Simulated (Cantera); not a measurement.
Mixture: CH4 : H2 : O2 : N2 = 1 : 0.19 : 2.16 : 11.7 (molar parts), equivalence ratio 0.97, at 1000000 Pa, adiabatic and at constant volume. Ignition delay is the time to a rise of 400 K.

Computed with Cantera and GRI-Mech 3.0 (53 species, 325 reactions).

Problem. At T0 = 1350 K, what is the delay, and which 6 reactions control it most (d ln τ / d ln k, from doubling and halving each rate constant)?

Solution. The delay is 0.344 ms.
```csv
reaction,d ln τ / d ln k,faster rate
H + O2 <=> O + OH,-0.70,shortens it
2 CH3 (+M) <=> C2H6 (+M),0.56,lengthens it
CH3 + HO2 <=> CH3O + OH,-0.41,shortens it
CH4 + OH <=> CH3 + H2O,0.32,lengthens it
H2 + OH <=> H + H2O,-0.22,shortens it
CH3 + O2 <=> CH3O + O,-0.19,shortens it
```
